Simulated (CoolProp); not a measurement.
Vapour-liquid equilibrium of R134a (1) + methanol (2) at 0.00688 MPa; x and y are mole fractions of (1).

Model: multi-fluid Helmholtz-energy mixture model, Tillner-Roth 1994 and de Reuck 1993; pair parameters Bell 2016, in CoolProp.

Problem. Give the bubble temperature and the first vapour's composition at x = 0.05, 0.5, 0.95. Is there an azeotrope?

Solution. x = 0.05: 221.6 K, y = 0.991; x = 0.5: 205.8 K, y = 0.998; x = 0.95: 201.8 K, y = 1.000. No azeotrope shows between x = 0.05 and 0.95.

The pair parameters rest on a limited set of measurements; away from them the model extrapolates. With so large a gap from Raoult's law the liquid may split in two, which this calculation doesn't test in full.
